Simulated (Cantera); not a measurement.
Gas mixture: 30.8 % H₂O, 21.1 % C₂H₆, 48.1 % CO, at 158 Torr, frozen composition.

Cantera's kinetic-theory transport with the Lennard-Jones parameters of GRI-Mech 3.0, ideal gas; thermal conductivity in the multicomponent form. Polar gases are described roughly by these parameters.

One state of this run: ρ (kg/m³) = 0.0915; cp (J/kg/K) = 1872; μ (µPa s) = 27.0; λ (mW/m/K) = 68.6; Pr = 0.736; D (cm²/s) CO₂ = 3.32; D (cm²/s) H = 24.8; D (cm²/s) NO = 4.18. D: mixture-averaged diffusion coefficient of that species in the mixture.

Q: Which value of T (K) does it belong to?
A. 800
B. 700
C. 900
D. 400

A: B, 700
